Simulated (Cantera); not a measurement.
A closed system holds: 1 mol Hg, 1.4 mol O2, 2.8 mol N2, 0.23 mol H2, at 277 °C and 0.880 bar.

These are equilibrium values from Cantera (NASA tables, ideal gas, pure condensed phases), not measurements of a reactor. Candidate condensed phases: H2O, Hg, HgO; 25 gas species. Equilibrium is a limit: real reactors are often held back by kinetics, nucleation or transport.

Base state: N2 0.733, O2 0.206, H2O 0.0602, Hg 0.000512 (mole fractions); condensed: HgO(s).

### Question
What changes in the equilibrium state with this change: Hg replaced by PbO?

### Answer
```tsv
species	before	after
N2	0.733	0.675
O2	0.206	0.270
H2O	0.0602	0.0554
Hg	0.000512	0
HgO(s), mol	0.998	0
Pb3O4(s), mol	0	0.333
```
Further candidate phases: Pb, PbO, PbO2, Pb3O4.

### Question
What changes in the equilibrium state with this change: O2 from 1.4 to 0.028 mol?

### Answer
```
species        before     after
-----------  --------  --------
N2              0.733     0.722
Hg           0.000512     0.219
H2              <1e-9    0.0438
O2              0.206     <1e-9
H2O            0.0602    0.0145
NH3             <1e-9  0.000725
HgO(s), mol     0.998         0
Hg(l), mol          0     0.153
```
